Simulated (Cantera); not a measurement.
Cantera with NASA thermochemical tables; ideal gases at 1 bar, condensed phases pure. Values are per mole of reaction as written; species without (g) are pure solids or liquids, kept so even where they would boil at 1 bar.

Mg + I2(g) ⇌ MgI2

```tsv
T (K)	ΔH° (kJ)	ΔS° (J/K)	ΔG° (kJ)	log10 K	condensed phases
398	-428.0	-159.5	-364.5	47.84	Mg(s), MgI2(s)
498	?	?	?	?	Mg(s), MgI2(s)
598	-424.8	-153.0	-333.3	29.11	Mg(s), MgI2(s)
698	-423.0	-150.3	-318.1	23.81	Mg(s), MgI2(s)
798	?	?	?	?	Mg(s), MgI2(s)
898	?	?	?	?	Mg(s), MgI2(s)
998	-395.8	-119.7	-276.4	14.46	Mg(l), MgI2(l)
1098	-393.0	-117.0	-264.5	12.58	Mg(l), MgI2(l)
1198	?	?	?	?	Mg(l), MgI2(l)
1298	-387.5	-112.4	-241.6	9.72	Mg(l), MgI2(l)
1398	-384.8	-110.4	-230.5	8.61	Mg(l), MgI2(l)
```

Q: Some entries are withheld; supply them.

A: 
- 498, ΔH° (kJ): -426.4
- 498, ΔS° (J/K): -156.0
- 498, ΔG° (kJ): -348.7
- 498, log10 K: 36.58
- 798, ΔH° (kJ): -421.2
- 798, ΔS° (J/K): -147.9
- 798, ΔG° (kJ): -303.2
- 798, log10 K: 19.85
- 898, ΔH° (kJ): -419.4
- 898, ΔS° (J/K): -145.8
- 898, ΔG° (kJ): -288.5
- 898, log10 K: 16.78
- 1198, ΔH° (kJ): -390.2
- 1198, ΔS° (J/K): -114.6
- 1198, ΔG° (kJ): -253.0
- 1198, log10 K: 11.03
